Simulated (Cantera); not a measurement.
Cantera run:

```python
import numpy as np
import cantera as ct

gas_names = """
    C CH CH2 CH3 CH2OH CH3O CH4 CH3OH CO CO2 COOH C2 C2H CHCO,ketyl C2H2,acetylene C2H2,vinylidene
    CH2CO,ketene C2H3,vinyl CH3CO,acetyl C2H4 C2H4O,ethylen CH3CHO,ethanal CH3COOH (HCOOH)2 C2H5 C2H6
    CH3OCH3 C2H5OH C2O C3 C3H3,propargyl C3H4,allene C3H4,propyne C3H4,cyclo- C3H5,allyl C3H6,propylene
    C3H6,cyclo- C3H6O C3H7,n-propyl C3H7,i-propyl C3H8 C3H8O,1propanol C3H8O,2propanol C3O2 C4 C4H2
    C4H4,1,3-cyclo- C4H6,butadiene C4H6,2-butyne C4H6,cyclo- C4H8,1-butene C4H8,cis2-buten
    C4H8,tr2-butene C4H8,isobutene C4H8,cyclo- (CH3COOH)2 C4H9,n-butyl C4H9,i-butyl C4H9,s-butyl
    C4H9,t-butyl C4H10,isobutane C4H10,n-butane C5 C5H6,1,3cyclo- C5H8,cyclo- C5H10,1-pentene
    C5H10,cyclo- C5H11,pentyl C5H11,t-pentyl C5H12,n-pentane C5H12,i-pentane CH3C(CH3)2CH3 C6H2
    C6H5,phenyl C6H5O,phenoxy C6H6 C6H5OH,phenol C6H10,cyclo- C6H12,1-hexene C6H12,cyclo- C6H13,n-hexyl
    C7H7,benzyl C7H8 C7H8O,cresol C7H14,1-heptene C7H15,n-heptyl C7H16,n-heptane C8H8,styrene
    C8H10,ethylbenz C8H16,1-octene C8H17,n-octyl C8H18,isooctane C8H18,n-octane C9H19,n-nonyl
    C10H8,naphthale C10H21,n-decyl C12H9,o-bipheny C12H10,bipheny H HCO HO2 H2 HCHO,formaldehy HCOOH H2O
    H2O2 O OH O2 O3 Si SiC SiC2 SiC4H12 SiH SiH2 SiH3 SiH4 SiO SiO2 Si2 Si2C Si3
""".split()
cond_names = """
    C(gr) C6H6(L) C7H8(L) C8H18(L),n-octa H2O(s) H2O(L) Si(cr) Si(L) SiC(b) SiO2(Lqz) SiO2(hqz) SiO2(L)
""".split()


def load(file, names, dense=False):
    # The tables refer to 1 bar. Condensed volumes are neglected.
    table = {s.name: s for s in ct.Species.list_from_file(file)}
    out = []
    for n in names:
        d = dict(table[n].input_data)
        d["thermo"] = dict(d["thermo"], **{"reference-pressure": 1e5})
        if dense:
            d["equation-of-state"] = {"model": "constant-volume", "density": "1e6 g/cm^3"}
        out.append(ct.Species.from_dict(d))
    return out


gas = ct.Solution(thermo="ideal-gas", species=load("nasa_gas.yaml", gas_names))
cond = {s.name: ct.Solution(thermo="fixed-stoichiometry", species=[s], name=s.name)
        for s in load("nasa_condensed.yaml", cond_names, dense=True)}
atoms = {
    'SiC': {'Si': 1, 'C': 1},
    'CO2': {'C': 1, 'O': 2},
    'H2': {'H': 2},
}
top_T = {'C(gr)': 4500, 'SiC(b)': 3050}  # K; cautious upper limits of use, not melting points


def equilibrate(T, P, feed):
    n = {}
    for name, mol in feed.items():
        for a, k in atoms[name].items():
            n[a] = n.get(a, 0.0) + k * mol
    gas.TPX = T, P, n
    mass = sum(n.values()) * gas.mean_molecular_weight
    gas.equilibrate("TP")
    valid = [c for c in cond.values() if c.min_temp <= T <= top_T.get(c.name, c.max_temp)]
    mix = ct.Mixture([(gas, mass / gas.mean_molecular_weight)] + [(c, 0.0) for c in valid])
    mix.T, mix.P = T, P
    mix.equilibrate("TP", solver="vcs", rtol=1e-11, max_steps=5000)
    return mix


results = []
feed = {'SiC': 1, 'CO2': 1.9, 'H2': 1.2}  # mol
T = 2023.15  # K
for P in [0.1, 2.5, 63, 1600, 40000, 1000000]:
    mix = equilibrate(T, P, feed)
    results.append((T, P, feed, dict(zip(mix.species_names, mix.species_moles))))

top = {s: max(r[3][s] / sum(r[3][g] for g in gas_names) for r in results) for s in gas_names}
cols = sorted((s for s in top if top[s] > 0.0001), key=lambda s: -top[s])[:5]
seen = [c for c in cond_names if any(r[3].get(c, 0) > 1e-12 for r in results)]
print("log10 of partial pressures in bar; condensed amounts in mol")
print(f"{'P/Pa':>10s}" + "".join(f"{s[:9]:>10s}" for s in cols + seen))
for T, P, feed, n in results:
    ng = sum(n[g] for g in gas_names)
    print(f"{P:10.4g}" + "".join(f"{np.log10(max(n[s] / ng * P / 1e5, 1e-99)):10.3f}" for s in cols)
          + "".join(f"{n.get(c, 0):10.4g}" for c in seen))
```

It prints:

```
log10 of partial pressures in bar; condensed amounts in mol
      P/Pa        CO         H        H2       SiO        Si    SiC(b)   SiO2(L)
       0.1    -6.324    -6.479    -7.517    -6.832    -7.786         0         0
       2.5    -4.880    -5.440    -5.439    -5.388    -6.343         0         0
        63    -3.453    -4.656    -3.871    -3.961    -4.936         0         0
      1600    -2.042    -3.933    -2.425    -2.521    -4.704    0.0464         0
     4e+04    -0.642    -3.231    -1.019    -1.120    -4.703   0.04991         0
     1e+06     0.827    -2.471     0.499    -0.956    -5.356    0.3524    0.6057
```

Equilibrium computed with Cantera from the NASA thermochemical tables; the gas is ideal and each condensed phase is pure. Mutual solubility and eutectic melting of coexisting phases are not modelled. The tables hold silica as quartz up to 1696 K and as liquid above; real silica turns to tridymite and cristobalite and melts near 1996 K. Gases not in the tables: Si2H6 and higher silanes.
